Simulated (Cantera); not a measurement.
A freely propagating, adiabatic, planar premixed flame of 10.1 % CH4, 0.597 % C2H6, 17.2 % O2, 72.1 % N2, unburnt at 648 K and 1.00 atm; multicomponent+Soret transport, grid criteria slope 0.08 and curve 0.16, no radiation.

Detailed kinetics in Cantera: GRI-Mech 3.0 (53 species, 325 reactions). Burning velocities carry a grid error of a few per cent, more on coarse grids.

x: mole fraction of selected species; z is measured from the peak of heat release.

```csv
z (mm),T (K),u (m/s),x CH4,x C2H6,x O2,x NO,x O,x H2O2
-1.19,648,1.01,0.101,0.00596,0.172,<1e-8,<1e-8,2.33e-8
-0.791,652,1.02,0.100,0.00594,0.171,2.12e-8,<1e-8,2.46e-7
-0.594,666,1.05,0.0983,0.00592,0.170,1.01e-7,<1e-8,1.07e-6
-0.396,755,1.20,0.0909,0.00580,0.163,8.24e-7,1.07e-7,5.67e-6
-0.198,1164,1.88,0.0623,0.00458,0.125,6.38e-6,1.01e-5,1.34e-5
-0.0989,1536,2.52,0.0342,0.00215,0.0833,1.37e-5,8.79e-5,5.29e-6
0,1871,3.12,0.00925,0.000172,0.0392,2.64e-5,0.000384,1.26e-6
0.0989,2028,3.39,0.00109,2.09e-6,0.0142,4.56e-5,0.000758,2.52e-7
0.198,2071,3.45,8.43e-5,1.47e-8,0.00536,6.32e-5,0.000910,1.05e-7
0.396,2095,3.48,___,<1e-8,___,___,0.000838,___
0.791,2118,3.51,<1e-8,<1e-8,0.00117,8.92e-5,0.000641,6.09e-8
1.58,2145,3.55,<1e-8,<1e-8,0.000763,9.36e-5,0.000416,4.44e-8
3.17,2173,3.59,<1e-8,<1e-8,___,9.73e-5,___,___
```

### Question
What belongs in the gaps?

### Answer

- 0.396, x CH4: 5.97e-7
- 0.396, x O2: 0.00186
- 0.396, x NO: 8.03e-5
- 0.396, x H2O2: 7.67e-8
- 3.17, x O2: 0.000405
- 3.17, x O: 0.000217
- 3.17, x H2O2: 2.79e-8
